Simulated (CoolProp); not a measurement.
R1224YDZ along the isobar 13.6 bar: Z from the reference equation and from simpler models built on Tc = 428.7 K, pc = 33.34 bar, ω = 0.325; each cubic takes its own stable root.

The numbers come from the reference Helmholtz-energy equation of state, Akasaka 2023 in CoolProp.

```csv
T (K),phase,reference
370.1,liquid,0.05821
378.7,liquid,0.05893
387.3,gas,0.7453
395.9,gas,0.7727
404.4,gas,0.7950
413,gas,0.8140
421.6,gas,0.8303
430.2,gas,0.8445
438.8,gas,0.8569
447.4,gas,0.8680
456,gas,0.8779
464.6,gas,0.8868
473.1,gas,0.8947
```

Q: How far does each simpler model (van der Waals, Redlich-Kwong, Soave-Redlich-Kwong, Peng-Robinson) lie from the reference over these 13 states: mean and median of the absolute difference, and the worst?

A: 
- van der Waals: mean 196.3 %, median 3.2 %, worst +1262.3 % at 378.7 K and 13.6 bar
- Redlich-Kwong: mean 181.6 %, median 0.7 %, worst +1185.8 % at 378.7 K and 13.6 bar
- Soave-Redlich-Kwong: mean 3.2 %, median 0.5 %, worst +18.0 % at 378.7 K and 13.6 bar
- Peng-Robinson: mean 1.4 %, median 1.3 %, worst +4.0 % at 378.7 K and 13.6 bar

At some of these states van der Waals, Redlich-Kwong gives the other phase, because its saturation line lies elsewhere.
